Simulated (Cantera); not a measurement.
An isothermal, constant-pressure homogeneous reactor starts with CH₄ : N₂ = 1 : 3.3 (molar parts), at 1925 K and 0.00444 atm. Integrator tolerance rtol = 1e-08.

Detailed kinetics in Cantera: GRI-Mech 3.0 (53 species, 325 reactions). GRI-Mech 3.0 stops at C3 and has no aromatics, soot or wall deposition, so with more carbon than oxygen in the feed, carbon stays in small species such as C2H2 where larger ones or solid carbon would form. Radical loss at walls, strong at low pressure, is not modelled.

Problem. What does this change do: pressure from 0.00444 atm to 0.000178 atm?

Solution. 
| quantity | before | after |
|---|---|---|
| x(CH₄) at 100 s | 1.73e-6 (gas-phase equilibrium 3.31e-6) | 2.41e-6 (gas-phase equilibrium 1.18e-7) |
| x(C₂H₆) at 100 s | <1e-12 (gas-phase equilibrium <1e-12) | <1e-12 (gas-phase equilibrium <1e-12) |
| x(C₂H₄) at 100 s | 1.22e-6 (gas-phase equilibrium 5.51e-7) | 2.09e-7 (gas-phase equilibrium 2.02e-8) |
| x(CH₂) at 100 s | 3.14e-8 (gas-phase equilibrium 6.01e-8) | 9.72e-8 (gas-phase equilibrium 5.76e-8) |
| x(H₂) at 100 s | 0.278 (gas-phase equilibrium 0.278) | 0.276 (gas-phase equilibrium 0.260) |
| x(H) at 100 s | 0.00757 (gas-phase equilibrium 0.00757) | 0.0112 (gas-phase equilibrium 0.0366) |
| x(CH₃) at 100 s | 9.36e-7 (gas-phase equilibrium 1.79e-6) | 1.95e-6 (gas-phase equilibrium 3.31e-7) |

Problem. What does this change do: pressure from 0.00444 atm to 0.612 atm?

Solution. 
```json
[
 {"quantity": "x(CH₄) at 100 s", "before": "1.73e-6 (gas-phase equilibrium 3.31e-6)", "after": "0.000680 (gas-phase equilibrium 0.000465)"},
 {"quantity": "x(C₂H₆) at 100 s", "before": "<1e-12 (gas-phase equilibrium <1e-12)", "after": "2.03e-8 (gas-phase equilibrium 9.45e-9)"},
 {"quantity": "x(C₂H₄) at 100 s", "before": "1.22e-6 (gas-phase equilibrium 5.51e-7)", "after": "0.000166 (gas-phase equilibrium 7.70e-5)"},
 {"quantity": "x(CH₂) at 100 s", "before": "3.14e-8 (gas-phase equilibrium 6.01e-8)", "after": "8.86e-8 (gas-phase equilibrium 6.05e-8)"},
 {"quantity": "x(H₂) at 100 s", "before": "0.278 (gas-phase equilibrium 0.278)", "after": "0.282 (gas-phase equilibrium 0.282)"},
 {"quantity": "x(H) at 100 s", "before": "0.00757 (gas-phase equilibrium 0.00757)", "after": "0.000649 (gas-phase equilibrium 0.000649)"},
 {"quantity": "x(CH₃) at 100 s", "before": "9.36e-7 (gas-phase equilibrium 1.79e-6)", "after": "3.12e-5 (gas-phase equilibrium 2.13e-5)"}
]
```
